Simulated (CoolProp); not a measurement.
Saturation properties of vinyl chloride (Tc = 425.0 K, pc = 5.600 MPa, ω = 0.160).

The numbers come from the reference Helmholtz-energy equation of state, Thol 2022 in CoolProp.

| T (K) | p (MPa) | liquid density (kg/m³) | enthalpy of vaporisation (kJ/kg) | liquid cp (kJ/(kg K)) | vapour Z |
|---|---|---|---|---|---|
| 265.4 | 0.1295 | 959.2 | 350.3 | 1.486 | 0.9653 |
| 271.1 | 0.1608 | 949.0 | 345.6 | 1.491 | 0.9595 |
| 276.8 | 0.1976 | 938.7 | 340.9 | 1.498 | 0.9532 |
| 282.6 | 0.2413 | 928.2 | 336.0 | 1.506 | 0.9461 |
| 288.3 | 0.2911 | 917.7 | 331.0 | 1.514 | 0.9385 |
| 294 | 0.3483 | 907.1 | 326.0 | 1.524 | 0.9303 |
| 299.7 | 0.4136 | 896.3 | 320.8 | 1.535 | 0.9214 |
| 305.5 | 0.4890 | 885.2 | 315.5 | 1.548 | 0.9117 |
| 311.2 | 0.5728 | 874.1 | 310.0 | 1.562 | 0.9014 |
| 316.9 | 0.6667 | 862.8 | 304.4 | 1.577 | 0.8903 |
| 322.6 | 0.7716 | 851.3 | 298.6 | 1.594 | 0.8785 |
| 328.3 | 0.8882 | 839.4 | 292.5 | 1.614 | 0.8659 |
| 334.1 | 1.020 | 827.1 | 286.2 | 1.636 | 0.8522 |

It boils at 259.3 K under 1 atm.
